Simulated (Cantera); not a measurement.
A closed system holds: 1 mol Si3N4, 0.68 mol CO2, 500 mol N2, held at 1773 K and 110000 Pa.

Equilibrium computed with Cantera from the NASA thermochemical tables; the gas is ideal and each condensed phase is pure. Candidate condensed phases: C, Si, SiC, SiO2, Si2N2O, Si3N4; 34 gas species. Mutual solubility and eutectic melting of coexisting phases are not modelled. Equilibrium is a limit: real reactors are often held back by kinetics, nucleation or transport.

**Question.** What is the equilibrium state?

**Answer.** 
```json
{
  "x(N2)": "0.999",
  "x(CO)": "0.00136",
  "x(SiO)": "3.34e-5",
  "n(Si2N2O(s))": "0.663 mol",
  "n(Si3N4(s))": "0.552 mol",
  "gas_amount": "500.9 mol",
  "log10 activity of C(graphite) (absent)": "-0.53",
  "log10 activity of Si(l) (absent)": "-1.53"
}
```
